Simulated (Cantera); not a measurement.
A closed system holds: 1 mol SiC, 0.064 mol H2O, 21 mol H2, at 105 Torr.

Cantera equilibrium calculation (NASA polynomials, part measured and part estimated; ideal gas, pure solids and liquids). Candidate condensed phases: C, C6H6, C7H8, C8H18, H2O, Si, SiC, SiO2; 123 gas species. Mutual solubility and eutectic melting of coexisting phases are not modelled. The tables hold silica as quartz up to 1696 K and as liquid above; real silica turns to tridymite and cristobalite and melts near 1996 K. Gases not in the tables: Si2H6 and higher silanes. Rates play no part.

x: gas mole fraction; n: condensed amount in mol.

```tsv
T (°C)	x H2	x H	x CO	x SiO	x Si	n SiC(s)	n SiO2(β-quartz)
1000	0.999	1.90e-6	0.000632	2.13e-6	<1e-12	0.975	0.0253
1075	0.999	6.18e-6	0.000913	2.35e-5	2.61e-11	0.977	0.0221
1150	0.999	1.77e-5	0.00105	0.000213	6.98e-10	0.977	0.0186
1225	0.997	4.59e-5	0.00147	0.00144	1.16e-8	0.968	0.00118
1300	0.997	0.000108	0.00151	0.00152	7.37e-8	0.968	0
1375	0.997	0.000238	0.00151	0.00152	3.88e-7	0.968	0
1450	0.996	[?]	0.00151	0.00152	[?]	0.968	0
1525	0.996	0.000939	0.00152	0.00151	7.05e-6	0.968	0
1600	0.995	0.00172	0.00153	0.00149	2.50e-5	0.967	0
1675	0.994	0.00301	0.00157	0.00145	7.90e-5	0.966	0
1750	0.992	0.00505	0.00167	0.00135	0.000220	0.964	0
1825	0.988	[?]	[?]	[?]	[?]	0.959	0
1900	0.983	0.0128	0.00216	0.000845	0.00108	0.949	0
```

### Question
Fill in the missing entries.

### Answer

- 1825, x H: 0.00817
- 1825, x CO: 0.00186
- 1825, x SiO: 0.00115
- 1825, x Si: 0.000529
- 1450, x H: 0.000487
- 1450, x Si: 1.77e-6
